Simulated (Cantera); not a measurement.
Input: 1 mol Si, 1.2 mol H₂, 0.0096 mol HF, held at 1 atm.

Method: chemical equilibrium by Gibbs-energy minimisation in Cantera with the NASA 1993 tables (ideal gas, pure condensed phases). Candidate condensed phases: Si; 25 gas species. Gases not in the tables: Si₂H₆ and higher silanes. Equilibrium is a limit: real reactors are often held back by kinetics, nucleation or transport.

Task: Which condensed phases are stable at each of these points (T (°C)): 250, 350, 450, 550, 650, 750, 850, 950, 1050, 1150, 1250, 1350, 1450?

Result: 
| T (°C) | condensed phases | Si condensed (%) |
|---|---|---|
| 250 | Si(s) | 99.7 |
| 350 | Si(s) | 99.7 |
| 450 | Si(s) | 99.7 |
| 550 | Si(s) | 99.7 |
| 650 | Si(s) | 99.7 |
| 750 | Si(s) | 99.7 |
| 850 | Si(s) | 99.7 |
| 950 | Si(s) | 99.7 |
| 1050 | Si(s) | 99.7 |
| 1150 | Si(s) | 99.7 |
| 1250 | Si(s) | 99.7 |
| 1350 | Si(s) | 99.7 |
| 1450 | Si(l) | 99.7 |

From 250 °C to 1350 °C the condensed part is Si(s). At 1450 °C the condensed part is Si(l).
